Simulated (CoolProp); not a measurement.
Properties of nitrous oxide at several states.

Model: reference Helmholtz-energy equation of state, Lemmon 2006, in CoolProp. It is a short technical equation, of lower accuracy than the large ones.

| T (°C) | p (MPa) | phase | Joule-Thomson coefficient (K/MPa) | fugacity coefficient |
|---|---|---|---|---|
| 19.95 | 0.0242 | gas | 11.31 | 0.9986 |
| 53.65 | 0.0562 | gas | 8.821 | 0.9977 |
| 216.15 | 41.9 | supercritical | 0.8032 | 0.7631 |
| -60.05 | 0.0466 | gas | 25.08 | 0.9929 |
